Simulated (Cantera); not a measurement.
A closed system holds: 1 mol Si, 8.7 mol F2, 2.9 mol SF6, held at 550 °C and 6.00 Pa.

Method: chemical equilibrium by Gibbs-energy minimisation in Cantera with the NASA 1993 tables (ideal gas, pure condensed phases). Candidate condensed phases: S, Si; 21 gas species. Equilibrium is a limit: real reactors are often held back by kinetics, nucleation or transport.

Base state: F 0.589, SF6 0.193, F2 0.151, SiF4 0.0666 (mole fractions); condensed: gas only.

Q: What changes in the equilibrium state with this change: F2 from 8.7 to 1.9 mol?

A: 
```csv
species,before,after
SF6,0.193,0.718
SiF4,0.0666,0.256
SF4,<1e-9,0.0256
F,0.589,1.10e-6
F2,0.151,<1e-9
```
